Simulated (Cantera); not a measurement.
Cantera run:

```python
import numpy as np
import cantera as ct

gas_names = """
    C CO CO2 C2 C2O C3 C3O2 C4 C5 O O2 O3
""".split()
cond_names = """
    C(gr)
""".split()


def load(file, names, dense=False):
    # The tables refer to 1 bar. Condensed volumes are neglected.
    table = {s.name: s for s in ct.Species.list_from_file(file)}
    out = []
    for n in names:
        d = dict(table[n].input_data)
        d["thermo"] = dict(d["thermo"], **{"reference-pressure": 1e5})
        if dense:
            d["equation-of-state"] = {"model": "constant-volume", "density": "1e6 g/cm^3"}
        out.append(ct.Species.from_dict(d))
    return out


gas = ct.Solution(thermo="ideal-gas", species=load("nasa_gas.yaml", gas_names))
cond = {s.name: ct.Solution(thermo="fixed-stoichiometry", species=[s], name=s.name)
        for s in load("nasa_condensed.yaml", cond_names, dense=True)}
atoms = {
    'CO': {'C': 1, 'O': 1},
    'O2': {'O': 2},
}
top_T = {'C(gr)': 4500}  # K; cautious upper limits of use, not melting points


def equilibrate(T, P, feed):
    n = {}
    for name, mol in feed.items():
        for a, k in atoms[name].items():
            n[a] = n.get(a, 0.0) + k * mol
    gas.TPX = T, P, n
    mass = sum(n.values()) * gas.mean_molecular_weight
    gas.equilibrate("TP")
    valid = [c for c in cond.values() if c.min_temp <= T <= top_T.get(c.name, c.max_temp)]
    mix = ct.Mixture([(gas, mass / gas.mean_molecular_weight)] + [(c, 0.0) for c in valid])
    mix.T, mix.P = T, P
    mix.equilibrate("TP", solver="vcs", rtol=1e-11, max_steps=5000)
    return mix


results = []
feed = {'CO': 1, 'O2': 0.014}  # mol
T = 2450  # K
P = 48000  # Pa
mix = equilibrate(T, P, feed)
results.append((T, P, feed, dict(zip(mix.species_names, mix.species_moles))))
x = sorted(zip(gas.X, gas.species_names), reverse=True)
print(f"T = {T:g} K  P = {P:g} Pa  gas = {mix.phase_moles(0):.4g} mol")
print("   x: " + "  ".join(f"{s} {v:.3e}" for v, s in x if v > 1e-06))
print("   condensed (mol): " + ("  ".join(f"{mix.phase(i).name} {mix.phase_moles(i):.4g}"
      for i in range(1, mix.n_phases) if mix.phase_moles(i) > 1e-12) or "none"))
```

It prints:

```
T = 2450 K  P = 48000 Pa  gas = 1 mol
   x: CO 9.720e-01  CO2 2.798e-02  O 1.901e-05  O2 1.366e-06
   condensed (mol): none
```

Cantera equilibrium calculation (NASA polynomials, part measured and part estimated; ideal gas, pure solids and liquids).
